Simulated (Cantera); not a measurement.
A perfectly stirred reactor is fed with NH3 : N2 = 1 : 0.38 (molar parts), at 1.01 bar; it is held at 1800 K, and followed from long to short residence time.

Model: the gas-phase N/H chemistry of the illustrative SiF4/NH3 mechanism in the Surface Chemkin manual (1991), integrated in Cantera. Walls and surfaces, which speed up NH3 decomposition in real reactors, are not modelled.

x: mole fraction; the columns are a selection and need not sum to one.

| τ (s) | x NH3 | x NH | x N2H2 | x NH2 | x H | x N | x N2H4 |
|---|---|---|---|---|---|---|---|
| 26 | 0.0261 | 5.02e-7 | 1.15e-8 | 2.71e-5 | 0.000236 | 4.06e-8 | 2.11e-9 |
| 5.8 | 0.0661 | 9.32e-7 | 5.09e-8 | 5.90e-5 | 0.000191 | 6.42e-8 | 9.99e-9 |
| 1.3 | (withheld) | (withheld) | (withheld) | (withheld) | (withheld) | 8.35e-8 | (withheld) |
| 0.29 | 0.383 | 2.12e-6 | 6.73e-7 | 0.000220 | 6.40e-5 | 8.60e-8 | 1.40e-7 |
| 0.066 | 0.593 | 2.27e-6 | 1.33e-6 | 0.000304 | 2.20e-5 | 6.54e-8 | 2.65e-7 |
| 0.015 | 0.689 | (withheld) | 1.70e-6 | 0.000350 | (withheld) | (withheld) | 3.52e-7 |
| 0.0033 | 0.717 | 1.54e-6 | 1.71e-6 | 0.000363 | 1.43e-6 | 7.48e-9 | 3.79e-7 |

Problem. Some entries are withheld; supply them.

Solution. 
- 1.3, x NH3: 0.171
- 1.3, x NH: 1.54e-6
- 1.3, x N2H2: 2.09e-7
- 1.3, x NH2: 0.000123
- 1.3, x H: 0.000129
- 1.3, x N2H4: 4.35e-8
- 0.015, x NH: 1.95e-6
- 0.015, x H: 5.97e-6
- 0.015, x N: 2.91e-8
